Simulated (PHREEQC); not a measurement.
1 kg of water holding 0.0051 mol NaHCO3, 0.019 mol Na2CO3, 0.24 mol NaCl and 0.0072 mol KCl is evaporated at 20 °C; the solids stay in contact with the brine. CO2 is held at log p = -3.4 (atm). Only these solids could form: Halite, Kalicinite, Nahcolite, Natron, Sylvite, Trona.

All values are PHREEQC results (Pitzer model, pitzer.dat), not measurements.

| water left (kg) | ionic strength | water activity | Halite (mol) |
|---|---|---|---|
| 0.9998 | 0.300 | 0.991 | 0 |
| 0.6754 | 0.447 | 0.986 | 0 |
| 0.4562 | … | 0.980 | 0 |
| 0.3082 | 0.990 | 0.970 | 0 |
| 0.2082 | 1.47 | 0.956 | 0 |
| 0.1406 | 2.19 | 0.934 | 0 |
| 0.09501 | … | 0.900 | 0 |
| 0.05276 | 5.87 | 0.801 | 0 |
| 0.03565 | 7.41 | 0.742 | 0.0459 |
| 0.02397 | 7.69 | 0.739 | 0.113 |
| 0.016 | 7.75 | 0.736 | 0.157 |
| 0.01061 | … | 0.733 | 0.186 |
| 0.00697 | 7.99 | 0.728 | 0.206 |
| 0.004505 | 8.24 | 0.720 | 0.219 |

Question: Fill in the missing entries.

Answer: 
- 0.4562, ionic strength: 0.665
- 0.09501, ionic strength: 3.25
- 0.01061, ionic strength: 7.84

Species that the database lacks are ignored.
